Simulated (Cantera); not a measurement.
## Hydrocarbon pyrolysis for carbon deposition

An isothermal, constant-pressure homogeneous reactor starts with CH₄ : N₂ = 1 : 14 (molar parts), at 1650 K and 0.0513 atm.

Detailed kinetics in Cantera: GRI-Mech 3.0 (53 species, 325 reactions). GRI-Mech 3.0 stops at C3 and has no aromatics, soot or wall deposition, so with more carbon than oxygen in the feed, carbon stays in small species such as C2H2 where larger ones or solid carbon would form.

```
t (s)        x CH₄     x HCN     x CH₂     x C₂H     x CH₃
--------  --------  --------  --------  --------  --------
6.00e-5     0.0667    <1e-12  5.84e-12    <1e-12   1.99e-6
0.000200    0.0667    <1e-12  5.46e-11    <1e-12   7.05e-6
0.000665    0.0666    <1e-12  4.84e-10    <1e-12   2.39e-5
0.00221     0.0666    <1e-12   4.69e-9    <1e-12   7.93e-5
0.00736     0.0663  1.23e-11   4.42e-8  1.15e-11  0.000256
0.0245      0.0636   1.08e-9   3.10e-7   1.22e-9  0.000712
0.0815      0.0444   7.14e-8   4.94e-7   3.28e-8  0.000747
0.271       0.0209   4.55e-7   2.73e-7   8.06e-8  0.000363
0.903      0.00629   1.47e-6   1.29e-7   1.28e-7  0.000132
3.00       0.00141   3.08e-6   4.19e-8   1.64e-7   3.51e-5
10.0      0.000341   4.79e-6   1.14e-8   1.76e-7   8.99e-6
```
x: mole fraction; the columns are a selection and need not sum to one.

Equilibrium at this temperature and pressure: CH₄ 2.62e-5, HCN 0.0463, CH₂ 8.97e-10, C₂H 4.63e-8, CH₃ 6.96e-7 (gas phase only).
